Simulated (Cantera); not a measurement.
A closed system holds: 1 mol Al(CH3)3, a varied amount of O2, 200 mol N2, held at 1602 °C and 10.0 mbar.

Equilibrium computed with Cantera from the NASA thermochemical tables; the gas is ideal and each condensed phase is pure. Candidate condensed phases: Al, AlN, Al2O3, C, C6H6, C7H8, C8H18, H2O; 148 gas species. The feed counts by its element totals alone. Kinetics and transport are ignored.

Question: At 0.64 mol O2, list the 4 most abundant gas species with their mole fractions, and the condensed phases.

Answer: N2 0.969, H2 0.0207, CO 0.00622, Al 0.00166. Condensed: AlN(s) + C(graphite).
